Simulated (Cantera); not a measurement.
Charge: 1 mol SiHCl3, 6.3 mol H2, at 2075 K and 0.00110 bar.

Equilibrium computed with Cantera from the NASA thermochemical tables; the gas is ideal and each condensed phase is pure. Candidate condensed phases: Si; 19 gas species. The tables' values for SiCl, SiCl3 are old estimates; treat these amounts as uncertain. Gases not in the tables: Si2H6 and higher silanes. Equilibrium is a limit: real reactors are often held back by kinetics, nucleation or transport.

Base state: H2 0.622, HCl 0.191, H 0.0633, SiCl2 0.0591, Si 0.0426, Cl 0.0143, SiCl 0.00716, SiH 0.000638 (mole fractions); condensed: gas only.

Q: What changes in the equilibrium state with this change: pressure from 0.00110 bar to 0.0133 bar?

A: 
| species | before | after |
|---|---|---|
| H2 | 0.622 | 0.708 |
| HCl | 0.191 | 0.169 |
| SiCl2 | 0.0591 | 0.0885 |
| H | 0.0633 | 0.0194 |
| Si | 0.0426 | 0.00764 |
| Cl | 0.0143 | 0.00341 |
| SiCl3 | 8.44e-5 | 0.000365 |
| Si2 | 0.000242 | 9.42e-5 |
| Si(l), mol | 0 | 0.144 |
